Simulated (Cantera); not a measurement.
What does this Cantera script print?

```python
import numpy as np
import cantera as ct

gas = ct.Solution("gri30.yaml")


def delay(T, t_max=10):
    gas.TPX = T, 100000, {'H2': 1, 'O2': 1.22, 'N2': 4.59}
    reactor = ct.IdealGasReactor(gas, clone=False)
    net = ct.ReactorNet([reactor])
    net.rtol, net.atol = 1e-8, 1e-16
    while net.time < t_max:
        t_old, T_old = net.time, reactor.T
        net.step()
        if reactor.T > T + 400:  # ignition: a rise of 400 K
            return t_old + (T + 400 - T_old) / (reactor.T - T_old) * (net.time - t_old)
    return np.nan


taus = []
for T in [1300, 1350, 1400, 1450, 1500, 1550, 1600, 1650, 1700, 1750]:
    taus.append(delay(T))
    print(f"T0 = {T:6g} K   tau = {taus[-1]:.4e} s")
```

It prints:

```
T0 =   1300 K   tau = 3.3820e-05 s
T0 =   1350 K   tau = 2.9163e-05 s
T0 =   1400 K   tau = 2.5975e-05 s
T0 =   1450 K   tau = 2.3840e-05 s
T0 =   1500 K   tau = 2.2493e-05 s
T0 =   1550 K   tau = 2.1759e-05 s
T0 =   1600 K   tau = 2.1520e-05 s
T0 =   1650 K   tau = 2.1693e-05 s
T0 =   1700 K   tau = 2.2220e-05 s
T0 =   1750 K   tau = 2.3060e-05 s
```

Model: GRI-Mech 3.0 (53 species, 325 reactions), integrated in Cantera. Where the delays flatten at high temperature, the 400 K rule measures the pace of heat release, not the induction time.
